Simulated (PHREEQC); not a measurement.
Make-up at 25 °C: 0.038 mol KOH, 0.0011 mol H4SiO4 and 0.00025 mol K2CO3 per kg of water. Closed to the air; pH follows from the charge balance.

Equilibrium calculation in PHREEQC: ion-association model, wateq4f.dat.

```csv
quantity,before,after
pH,12.48,12.65
H3SiO4- (mol/kgw),0.000819,0.000714
H2SiO4-2 (mol/kgw),0.000279,0.000385
H4SiO4 (mol/kgw),1.51e-6,8.65e-7
SI of Quartz (SiO2),-1.84,-2.07
```

Question: Which change was made?
A. K2CO3 from 0.00025 to 0.0005 mol/kgw
B. KOH from 0.038 to 0.057 mol/kgw
C. diluted 100-fold with water
D. K2CO3 replaced by KCl at the same molality

Answer: B, KOH from 0.038 to 0.057 mol/kgw

This is a speciation only: nothing precipitates in the calculation.
